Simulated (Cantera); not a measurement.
Feed: 1 mol Ti, 0.83 mol O₂, 93 mol H₂, at 1900 °C and 0.00240 bar.

Method: chemical equilibrium by Gibbs-energy minimisation in Cantera with the NASA 1993 tables (ideal gas, pure condensed phases). Candidate condensed phases: H₂O, Ti, TiO, TiO₂, Ti₂O₃, Ti₃O₅, Ti₄O₇; 12 gas species. The numbers say what is thermodynamically allowed, not how fast it happens.

Problem. What is the equilibrium state?

Solution. x(H₂): 0.902
x(H): 0.0936
x(H₂O): 0.00251
x(TiO): 0.00195
x(TiO₂): 0.000239
x(OH): 3.48e-5
x(Ti): 3.37e-5
x(O): 2.54e-6
n(Ti₂O₃(l)): 0.391 mol
gas amount: 97.80 mol
log10 activity of Ti₃O₅(l) (absent): -0.01
log10 activity of Ti₄O₇(l) (absent): -0.41
log10 activity of Ti(l) (absent): -3.00
